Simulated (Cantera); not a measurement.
What does this Cantera script print?

```python
import numpy as np
import cantera as ct

gas_names = """
    AL ALCL ALCL2 ALCL3 AL2 AL2CL6 CL CL2
""".split()
cond_names = """
    AL(cr) AL(L) ALCL3(s) ALCL3(L)
""".split()


# ... load() reads the species with a 1 bar reference pressure and builds the phases ...
atoms = {
    'Al': {'AL': 1},
    'Cl2': {'CL': 2},
}
top_T = {}  # K; cautious upper limits of use, not melting points


# ... equilibrate(T, P, feed) seeds the gas with the atoms and calls Mixture.equilibrate('TP', solver="vcs", rtol=1e-11, max_steps=5000) ...
results = []
feed = {'Al': 1, 'Cl2': 0.32}  # mol
P = 2.3  # Pa
for T in [1198, 1223, 1248, 1273, 1298, 1323, 1348, 1373, 1398, 1423, 1448, 1473, 1498]:
    mix = equilibrate(T, P, feed)
    results.append((T, P, feed, dict(zip(mix.species_names, mix.species_moles))))
    x = sorted(zip(gas.X, gas.species_names), reverse=True)
    print(f"T = {T:g} K  P = {P:g} Pa  gas = {mix.phase_moles(0):.4g} mol")
    print("   x: " + "  ".join(f"{s} {v:.3e}" for v, s in x if v > 1e-05))
    print("   condensed (mol): " + ("  ".join(f"{mix.phase(i).name} {mix.phase_moles(i):.4g}"
          for i in range(1, mix.n_phases) if mix.phase_moles(i) > 1e-12) or "none"))
```

It prints:

```
T = 1198 K  P = 2.3 Pa  gas = 0.6406 mol
   x: ALCL 9.987e-01  AL 1.097e-03  ALCL2 2.161e-04
   condensed (mol): AL(L) 0.3594
T = 1223 K  P = 2.3 Pa  gas = 0.6412 mol
   x: ALCL 9.978e-01  AL 2.077e-03  ALCL2 1.567e-04
   condensed (mol): AL(L) 0.3588
T = 1248 K  P = 2.3 Pa  gas = 0.6424 mol
   x: ALCL 9.961e-01  AL 3.831e-03  ALCL2 1.150e-04
   condensed (mol): AL(L) 0.3576
T = 1273 K  P = 2.3 Pa  gas = 0.6444 mol
   x: ALCL 9.930e-01  AL 6.897e-03  ALCL2 8.519e-05
   condensed (mol): AL(L) 0.3556
T = 1298 K  P = 2.3 Pa  gas = 0.6478 mol
   x: ALCL 9.878e-01  AL 1.213e-02  ALCL2 6.361e-05
   condensed (mol): AL(L) 0.3522
T = 1323 K  P = 2.3 Pa  gas = 0.6536 mol
   x: ALCL 9.791e-01  AL 2.088e-02  ALCL2 4.768e-05
   condensed (mol): AL(L) 0.3464
T = 1348 K  P = 2.3 Pa  gas = 0.6633 mol
   x: ALCL 9.648e-01  AL 3.520e-02  ALCL2 3.571e-05
   condensed (mol): AL(L) 0.3367
T = 1373 K  P = 2.3 Pa  gas = 0.6795 mol
   x: ALCL 9.418e-01  AL 5.820e-02  ALCL2 2.651e-05
   condensed (mol): AL(L) 0.3205
T = 1398 K  P = 2.3 Pa  gas = 0.7068 mol
   x: ALCL 9.055e-01  AL 9.447e-02  ALCL2 1.927e-05
   condensed (mol): AL(L) 0.2932
T = 1423 K  P = 2.3 Pa  gas = 0.7536 mol
   x: ALCL 8.493e-01  AL 1.507e-01  ALCL2 1.345e-05  AL2 1.081e-05
   condensed (mol): AL(L) 0.2464
T = 1448 K  P = 2.3 Pa  gas = 0.8382 mol
   x: ALCL 7.635e-01  AL 2.364e-01  AL2 2.068e-05
   condensed (mol): AL(L) 0.1618
T = 1473 K  P = 2.3 Pa  gas = 1 mol
   x: ALCL 6.400e-01  AL 3.599e-01  AL2 3.757e-05
   condensed (mol): none
T = 1498 K  P = 2.3 Pa  gas = 1 mol
   x: ALCL 6.400e-01  AL 3.600e-01  AL2 2.970e-05
   condensed (mol): none
```

Cantera equilibrium calculation (NASA polynomials, part measured and part estimated; ideal gas, pure solids and liquids). The tables' values for AlCl2 are old estimates; treat these amounts as uncertain.
